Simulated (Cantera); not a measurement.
A jet of CH4 : O2 : N2 = 0.011 : 0.085 : 0.79 (molar parts), equivalence ratio 0.26 at 300 K and 47000 Pa hits a platinum plate 5 cm away at a mass flux of 0.037 kg/m²/s; the plate temperature is set and raised in steps from an oxygen-covered start.

Cantera simulation using Deutschmann's 1995 Pt surface mechanism with GRI-Mech 3.0 gas chemistry; the numbers are that mechanism's predictions, not measurements. Catalytic surfaces can have several steady states; this one follows from the mechanism file's or the stated starting coverage.

One state of this run: wall x CH4 = 0.00310; wall x O2 = 0.0762; wall x H2O = 0.0173; wall x OH = 4.02e-8; wall x CO = 1.35e-6; wall x CO2 = 0.0113; θ free Pt = 0.194; θ O* = 0.804; θ OH* = 0.00193. x: mole fraction at the wall; θ: surface coverage.

**Question.** Which value of plate T (K) does it belong to?
(A) 1050
(B) 1100
(C) 900
(D) 950

**Answer.** D, 950
